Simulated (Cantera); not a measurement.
## Premixed flame

A freely propagating, adiabatic, planar premixed flame of H2 : O2 : N2 : H2O = 1 : 0.2 : 0.7 : 0.21 (molar parts), equivalence ratio 2.5, unburnt at 375 K and 83000 Pa; multicomponent transport, grid criteria slope 0.08 and curve 0.16, no radiation.

Cantera simulation using the H2/O2 subset of GRI-Mech 3.0, which has no nitrogen chemistry; the numbers are that mechanism's predictions, not measurements. Burning velocities carry a grid error of a few per cent, more on coarse grids.

```json
[
 {"z (mm)": "-1.33", "T (K)": "375", "u (m/s)": "3.04", "x H2": "0.474", "x O2": "0.0948", "x H2O": "0.0995", "x H2O2": "<1e-8", "x HO2": "<1e-8", "x OH": "<1e-8"},
 {"z (mm)": "-0.884", "T (K)": "375", "u (m/s)": "3.04", "x H2": "0.474", "x O2": "0.0948", "x H2O": "0.0995", "x H2O2": "<1e-8", "x HO2": "<1e-8", "x OH": "<1e-8"},
 {"z (mm)": "-0.663", "T (K)": "375", "u (m/s)": "3.04", "x H2": "0.474", "x O2": "0.0948", "x H2O": "0.0995", "x H2O2": "<1e-8", "x HO2": "1.90e-8", "x OH": "<1e-8"},
 {"z (mm)": "-0.442", "T (K)": "376", "u (m/s)": "3.05", "x H2": "0.474", "x O2": "0.0948", "x H2O": "0.0996", "x H2O2": "6.66e-8", "x HO2": "7.52e-7", "x OH": "<1e-8"},
 {"z (mm)": "-0.221", "T (K)": "419", "u (m/s)": "3.37", "x H2": "0.468", "x O2": "0.0952", "x H2O": "0.102", "x H2O2": "1.83e-5", "x HO2": "0.000202", "x OH": "1.76e-5"},
 {"z (mm)": "-0.110", "T (K)": "668", "u (m/s)": "5.25", "x H2": "0.442", "x O2": "0.0883", "x H2O": "0.124", "x H2O2": "5.46e-5", "x HO2": "0.000303", "x OH": "0.000491"},
 {"z (mm)": "0", "T (K)": "1010", "u (m/s)": "7.75", "x H2": "0.392", "x O2": "0.0675", "x H2O": "0.175", "x H2O2": "1.01e-5", "x HO2": "0.000111", "x OH": "0.000588"},
 {"z (mm)": "0.110", "T (K)": "1256", "u (m/s)": "9.52", "x H2": "0.334", "x O2": "0.0360", "x H2O": "0.239", "x H2O2": "9.33e-7", "x HO2": "4.53e-5", "x OH": "0.00112"},
 {"z (mm)": "0.221", "T (K)": "1390", "u (m/s)": "10.5", "x H2": "0.298", "x O2": "0.0132", "x H2O": "0.284", "x H2O2": "4.69e-7", "x HO2": "1.53e-5", "x OH": "0.00140"},
 {"z (mm)": "0.442", "T (K)": "1498", "u (m/s)": "11.2", "x H2": "0.284", "x O2": "0.00135", "x H2O": "0.308", "x H2O2": "2.69e-7", "x HO2": "1.43e-6", "x OH": "0.00146"},
 {"z (mm)": "0.884", "T (K)": "1582", "u (m/s)": "11.8", "x H2": "0.290", "x O2": "0.000104", "x H2O": "0.313", "x H2O2": "1.81e-7", "x HO2": "1.18e-7", "x OH": "0.00142"},
 {"z (mm)": "1.77", "T (K)": "1658", "u (m/s)": "12.3", "x H2": "0.297", "x O2": "4.05e-5", "x H2O": "0.315", "x H2O2": "1.03e-7", "x HO2": "5.16e-8", "x OH": "0.00122"},
 {"z (mm)": "3.54", "T (K)": "1718", "u (m/s)": "12.7", "x H2": "0.302", "x O2": "1.83e-5", "x H2O": "0.316", "x H2O2": "4.93e-8", "x HO2": "2.56e-8", "x OH": "0.000905"}
]
```
x: mole fraction of selected species; z is measured from the peak of heat release.

```json
{
  "laminar_burning_velocity": "304 cm/s",
  "thermal_thickness": "0.442 mm",
  "peak x(H2O2)": "5.80e-5",
  "peak x(HO2)": "0.000436",
  "peak x(OH)": "0.00147",
  "grid_points": "117"
}
```
